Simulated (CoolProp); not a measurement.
The numbers come from the reference Helmholtz-energy equation of state, Gao 2020 in CoolProp.

For ammonia, give the phase and the cp (kJ/(kg K)), isothermal compressibility (1/MPa), expansivity (1/kK) at 203.65 °C and 15.1 bar.


- 203.65 °C and 15.1 bar: gas; cp 2.54, isothermal compressibility 0.681, expansivity 2.32
